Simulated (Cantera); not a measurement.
A closed system holds: 1 mol Pb, 0.029 mol O2, 0.2 mol H2, held at 325 °C and 1 atm.

Equilibrium computed with Cantera from the NASA thermochemical tables; the gas is ideal and each condensed phase is pure. Candidate condensed phases: H2O, Pb, PbO, PbO2, Pb3O4; 12 gas species. The numbers say what is thermodynamically allowed, not how fast it happens.

Base state: H2 0.710, H2O 0.290 (mole fractions); condensed: Pb(s).

Problem. What changes in the equilibrium state with this change: Pb replaced by PbO?

Solution. 
```json
[
 {"species": "H2O", "before": "0.290", "after": "1.000"},
 {"species": "H2", "before": "0.710", "after": "1.81e-5"},
 {"species": "Pb(s), mol", "before": "1.00", "after": "0.142"},
 {"species": "PbO(red), mol", "before": "0", "after": "0.858"}
]
```
